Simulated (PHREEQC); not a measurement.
Make-up at 19 °C: 0.29 mol/kgw NH3, 0.014 mol/kgw Na2SiO3 and 0.044 mol/kgw NaHSO4. Closed to the air; pH follows from the charge balance.

Equilibrium calculation in PHREEQC: ion-association model, phreeqc.dat.

Task: The ionic strength comes out as 0.129 mol/kgw. What activity coefficients do H3SiO4-, NH4SO4-, H2SiO4-2, NaSO4-, NH4+ get?

Result: H3SiO4- 0.75, NH4SO4- 0.77, H2SiO4-2 0.36, NaSO4- 0.77, NH4+ 0.72.

No solid was allowed to form. The solution is supersaturated, for example in Quartz (slow to form), Chalcedony (slow to form), so a real one may precipitate; this is no full list.
